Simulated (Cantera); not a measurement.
A perfectly stirred reactor is fed with N2O : O2 = 1 : 0.19 (molar parts), at 930 Pa; it is held at 1598 K, and followed from long to short residence time.

Computed with Cantera and GRI-Mech 3.0 (53 species, 325 reactions). GRI-Mech 3.0 was tuned for natural gas; its chemistry of N2O as a main component is partial and can be far from experiment. Radical loss at walls, strong at low pressure, is not modelled. The temperature is held fixed by assumption; the heat of reaction is taken as removed at once.

x: mole fraction; the columns are a selection and need not sum to one.

```csv
τ (s),x N2O,x O2,x NO,x O,x NO2,x N2
20,0.0185,0.319,0.167,0.000165,4.69e-5,0.495
6.5,0.0537,0.311,0.163,0.000170,4.38e-5,0.472
2.1,0.146,0.292,0.145,0.000171,…,0.416
0.68,0.331,0.257,0.107,0.000172,…,0.305
0.22,0.561,0.213,0.0587,0.000172,…,0.168
0.070,0.725,0.182,0.0241,0.000171,…,0.0689
0.023,0.799,0.168,0.00866,0.000170,…,0.0249
0.0073,0.827,0.162,0.00278,0.000166,…,0.00809
0.0023,0.836,0.160,0.000825,0.000155,…,0.00251
```

### Question
Some entries are withheld; supply them.

### Answer

- 2.1, x NO2: 3.66e-5
- 0.68, x NO2: 2.38e-5
- 0.22, x NO2: 1.07e-5
- 0.070, x NO2: 3.36e-6
- 0.023, x NO2: 7.98e-7
- 0.0073, x NO2: 1.27e-7
- 0.0023, x NO2: 1.43e-8
